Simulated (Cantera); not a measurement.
Charge: 1 mol SO2, 0.053 mol O2, equilibrated at 1048 K and 0.323 Torr.

Cantera equilibrium calculation (NASA polynomials, part measured and part estimated; ideal gas, pure solids and liquids). Candidate condensed phases: S; 10 gas species. The numbers say what is thermodynamically allowed, not how fast it happens.

Base state: SO2 0.947, O2 0.0482, SO3 0.00455 (mole fractions); condensed: gas only.

What changes in the equilibrium state with this change: SO2 replaced by H2S?


```csv
species,before,after
H2,0,0.378
H2S,0,0.311
S2,<1e-9,0.230
SO2,0.947,2.04e-5
H2O,0,0.0816
O2,0.0482,<1e-9
SO3,0.00455,<1e-9
SH,0,0.000364
S2O,<1e-9,1.23e-5
```
Gases not in the tables: S3 to S7. Further candidate phases: H2O, H2SO4.

What changes in the equilibrium state with this change: temperature from 1048 K to 3025 K?


| species | before | after |
|---|---|---|
| O | 6.70e-9 | 0.647 |
| S | <1e-9 | 0.293 |
| SO | 2.11e-9 | 0.0462 |
| SO2 | 0.947 | 0.00151 |
| O2 | 0.0482 | 0.0118 |
| SO3 | 0.00455 | 2.95e-9 |
| S2 | <1e-9 | 0.000499 |

What changes in the equilibrium state with this change: pressure from 0.323 Torr to 100 Torr?


```json
[
 {"species": "SO2", "before": "0.947", "after": "0.921"},
 {"species": "SO3", "before": "0.00455", "after": "0.0551"},
 {"species": "O2", "before": "0.0482", "after": "0.0242"}
]
```
